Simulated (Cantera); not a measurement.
# Adiabatic ignition

An adiabatic, constant-volume homogeneous reactor starts with C3H8 : O2 : N2 = 1 : 3.33 : 12.5 (molar parts), equivalence ratio 1.5, at 1175 K and 1.80 bar.

Model: GRI-Mech 3.0 (53 species, 325 reactions), integrated in Cantera. GRI-Mech 3.0 was tuned for natural gas; its chemistry of propane as a main component is partial and can be far from experiment.

```tsv
t (s)	T (K)	P (bar)	x C3H8	x O2	x C2H	x CH3	x O	x HCO	x H2O
6.00e-6	1175	1.80	0.0594	0.198	<1e-12	1.10e-6	3.33e-10	<1e-12	2.40e-8
1.73e-5	1175	1.80	0.0594	0.198	<1e-12	3.34e-6	4.73e-10	<1e-12	1.49e-7
5.00e-5	1175	1.80	0.0594	0.198	<1e-12	1.04e-5	1.10e-9	1.45e-12	1.55e-6
0.000144	1175	1.80	0.0593	0.198	<1e-12	3.11e-5	3.28e-9	4.28e-11	2.02e-5
0.000416	1175	1.80	0.0591	0.198	<1e-12	4.15e-5	4.02e-9	2.79e-10	0.000113
0.00120	1175	1.80	0.0582	0.197	<1e-12	4.30e-5	5.00e-9	1.03e-9	0.000420
0.00346	1178	1.81	0.0549	0.195	<1e-12	4.94e-5	9.98e-9	4.75e-9	0.00173
0.01000	2900	5.22	<1e-12	0.00103	<1e-12	1.20e-11	0.00112	6.23e-7	0.134
0.0288	2900	5.22	<1e-12	0.00103	<1e-12	1.20e-11	0.00112	6.23e-7	0.134
0.0832	2900	5.22	<1e-12	0.00103	<1e-12	1.20e-11	0.00112	6.23e-7	0.134
0.240	2900	5.22	<1e-12	0.00103	<1e-12	1.20e-11	0.00112	6.23e-7	0.134
0.693	2900	5.22	<1e-12	0.00103	<1e-12	1.20e-11	0.00112	6.23e-7	0.134
2.00	2900	5.22	<1e-12	0.00103	<1e-12	1.20e-11	0.00112	6.23e-7	0.134
```
x: mole fraction; the columns are a selection and need not sum to one.

| Item | Value |
|---|---|
| time of steepest temperature rise | 7.48 ms |
| temperature at 2.00 s | 2900 K |
| equilibrium temperature | 2900 K |
| x(C3H8) at 2.00 s | <1e-12 (gas-phase equilibrium <1e-12) |
| x(O2) at 2.00 s | 0.00103 (gas-phase equilibrium 0.00103) |
| x(C2H) at 2.00 s | <1e-12 (gas-phase equilibrium <1e-12) |
